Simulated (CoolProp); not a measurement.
The fluid at 298.15 K and 0.55 MPa is compressed adiabatically to 1.73 MPa with isentropic efficiency 0.8. The same conditions are run with several fluids, on thermodynamics alone (safety and materials aside).

Values from CoolProp's reference Helmholtz-energy equation of state of each fluid (R407C: Lemmon 2003; R125: Lemmon 2005; C2F6 (R116): Lemmon 2006; propane: Lemmon 2009). Blends and air are pseudo-pure fits.

Question: Rank R407C, R125, C2F6 (R116), propane by work (kJ/kg), highest first.

Answer: propane (74.5), R407C (38.7), R125 (27.2), C2F6 (R116) (24.6)

```json
[
 {"fluid": "R407C", "final temperature (K)": "354.7", "final density (kg/m³)": "60.2"},
 {"fluid": "R125", "final temperature (K)": "342.4", "final density (kg/m³)": "89.0"},
 {"fluid": "C2F6 (R116)", "final temperature (K)": "336.1", "final density (kg/m³)": "97.7"},
 {"fluid": "propane", "final temperature (K)": "353.0", "final density (kg/m³)": "31.9"}
]
```
